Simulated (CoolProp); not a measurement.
Vapour-liquid equilibrium of propane (1) + n-butane (2) at 0.0182 MPa; x and y are mole fractions of (1).

The numbers come from the multi-fluid Helmholtz-energy mixture model, Lemmon 2009 and Bücker 2006; pair parameters Kunz 2012 in CoolProp.

```json
[
 {"x": "0.05", "bubble temperature (°C)": "-43.0", "y at the bubble point": "0.256", "dew temperature at overall composition x (°C)": "-39.3", "liquid density (mol/L)": "11.19"},
 {"x": "0.125", "bubble temperature (°C)": "-48.6", "y at the bubble point": "0.502", "dew temperature at overall composition x (°C)": "-40.6", "liquid density (mol/L)": "11.43"},
 {"x": "0.2", "bubble temperature (°C)": "-53.1", "y at the bubble point": "0.653", "dew temperature at overall composition x (°C)": "-41.9", "liquid density (mol/L)": "11.65"},
 {"x": "0.275", "bubble temperature (°C)": "-56.8", "y at the bubble point": "0.751", "dew temperature at overall composition x (°C)": "-43.4", "liquid density (mol/L)": "11.87"},
 {"x": "0.35", "bubble temperature (°C)": "[?]", "y at the bubble point": "[?]", "dew temperature at overall composition x (°C)": "-45.0", "liquid density (mol/L)": "12.09"},
 {"x": "0.425", "bubble temperature (°C)": "[?]", "y at the bubble point": "0.865", "dew temperature at overall composition x (°C)": "-46.7", "liquid density (mol/L)": "12.30"},
 {"x": "0.5", "bubble temperature (°C)": "-64.8", "y at the bubble point": "0.900", "dew temperature at overall composition x (°C)": "-48.5", "liquid density (mol/L)": "12.51"},
 {"x": "0.575", "bubble temperature (°C)": "-66.8", "y at the bubble point": "0.926", "dew temperature at overall composition x (°C)": "-50.6", "liquid density (mol/L)": "12.73"},
 {"x": "0.65", "bubble temperature (°C)": "-68.6", "y at the bubble point": "0.947", "dew temperature at overall composition x (°C)": "-53.0", "liquid density (mol/L)": "12.94"},
 {"x": "0.725", "bubble temperature (°C)": "-70.1", "y at the bubble point": "0.963", "dew temperature at overall composition x (°C)": "-55.7", "liquid density (mol/L)": "13.16"},
 {"x": "0.8", "bubble temperature (°C)": "-71.6", "y at the bubble point": "0.976", "dew temperature at overall composition x (°C)": "-59.0", "liquid density (mol/L)": "13.38"},
 {"x": "0.875", "bubble temperature (°C)": "-72.9", "y at the bubble point": "0.986", "dew temperature at overall composition x (°C)": "-63.1", "liquid density (mol/L)": "13.61"},
 {"x": "0.95", "bubble temperature (°C)": "-74.1", "y at the bubble point": "[?]", "dew temperature at overall composition x (°C)": "-68.9", "liquid density (mol/L)": "13.84"}
]
```

**Question.** Complete the blanks.

**Answer.** 
- 0.35, bubble temperature (°C): -59.9
- 0.35, y at the bubble point: 0.818
- 0.425, bubble temperature (°C): -62.5
- 0.95, y at the bubble point: 0.995

No azeotrope shows between x = 0.05 and 0.95.

Pair parameters are fitted to limited data, so mixtures are less certain than the pure fluids.
